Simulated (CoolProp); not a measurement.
Properties of carbon dioxide at several states.

Model: reference Helmholtz-energy equation of state, Span 1996, in CoolProp.

```json
[
 {"T (°C)": "291.75", "p (kPa)": "2200", "phase": "gas", "density (kg/m³)": "20.79", "cp (kJ/(kg K))": "?", "cv (kJ/(kg K))": "0.8706", "Joule-Thomson coefficient (K/MPa)": "?", "isothermal compressibility (1/MPa)": "0.4582", "fugacity coefficient": "0.9915"},
 {"T (°C)": "30.25", "p (kPa)": "1310", "phase": "gas", "density (kg/m³)": "24.42", "cp (kJ/(kg K))": "0.9473", "cv (kJ/(kg K))": "?", "Joule-Thomson coefficient (K/MPa)": "10.50", "isothermal compressibility (1/MPa)": "0.8182", "fugacity coefficient": "0.9392"},
 {"T (°C)": "284.15", "p (kPa)": "81.5", "phase": "gas", "density (kg/m³)": "0.7743", "cp (kJ/(kg K))": "1.051", "cv (kJ/(kg K))": "?", "Joule-Thomson coefficient (K/MPa)": "2.421", "isothermal compressibility (1/MPa)": "12.27", "fugacity coefficient": "0.9997"}
]
```

### Question
Fill in the missing entries.

### Answer

- 291.75, cp (kJ/(kg K)): 1.076
- 291.75, Joule-Thomson coefficient (K/MPa): 2.273
- 30.25, cv (kJ/(kg K)): 0.6924
- 284.15, cv (kJ/(kg K)): 0.8619
